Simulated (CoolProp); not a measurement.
Vapour-liquid equilibrium of diethyl ether (1) + benzene (2) at 0.171 MPa; x and y are mole fractions of (1).

Model: multi-fluid Helmholtz-energy mixture model, Thol 2014 and Thol 2012; pair parameters Bell 2016, in CoolProp.

```json
[
 {"x": "0.05", "bubble temperature (K)": "[?]", "y at the bubble point": "0.154", "dew temperature at overall composition x (K)": "369.8", "liquid density (mol/L)": "[?]"},
 {"x": "0.2", "bubble temperature (K)": "[?]", "y at the bubble point": "0.474", "dew temperature at overall composition x (K)": "365.4", "liquid density (mol/L)": "10.03"},
 {"x": "0.35", "bubble temperature (K)": "347.1", "y at the bubble point": "0.669", "dew temperature at overall composition x (K)": "360.4", "liquid density (mol/L)": "9.898"},
 {"x": "0.5", "bubble temperature (K)": "340.0", "y at the bubble point": "0.796", "dew temperature at overall composition x (K)": "354.7", "liquid density (mol/L)": "9.747"},
 {"x": "0.65", "bubble temperature (K)": "334.0", "y at the bubble point": "0.882", "dew temperature at overall composition x (K)": "348.0", "liquid density (mol/L)": "[?]"},
 {"x": "0.8", "bubble temperature (K)": "328.9", "y at the bubble point": "0.943", "dew temperature at overall composition x (K)": "[?]", "liquid density (mol/L)": "[?]"},
 {"x": "0.95", "bubble temperature (K)": "324.5", "y at the bubble point": "0.988", "dew temperature at overall composition x (K)": "328.3", "liquid density (mol/L)": "9.210"}
]
```

Some entries are withheld; supply them.


- 0.05, bubble temperature (K): 366.8
- 0.05, liquid density (mol/L): 10.13
- 0.2, bubble temperature (K): 355.8
- 0.65, liquid density (mol/L): 9.581
- 0.8, dew temperature at overall composition x (K): 339.7
- 0.8, liquid density (mol/L): 9.401

No azeotrope shows between x = 0.05 and 0.95.

The pair parameters rest on a limited set of measurements; away from them the model extrapolates.
